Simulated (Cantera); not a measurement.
Charge: 1 mol Si, 0.32 mol H2, equilibrated at 800 °C and 1 atm.

Cantera equilibrium calculation (NASA polynomials, part measured and part estimated; ideal gas, pure solids and liquids). Candidate condensed phases: Si; 9 gas species. Rates play no part.

Base state: H2 1.000 (mole fractions); condensed: Si(s).

What changes in the equilibrium state with this change: Si replaced by SiCl4?


```tsv
species	before	after
SiCl4	0	0.712
H2	1.000	0.200
HCl	0	0.0442
SiHCl3	0	0.0394
SiCl3	0	0.00365
SiCl2	0	0.000300
SiH2Cl2	0	0.000255
Si(s), mol	1.00	0
```
The tables' values for SiCl3 are old estimates; treat these amounts as uncertain.
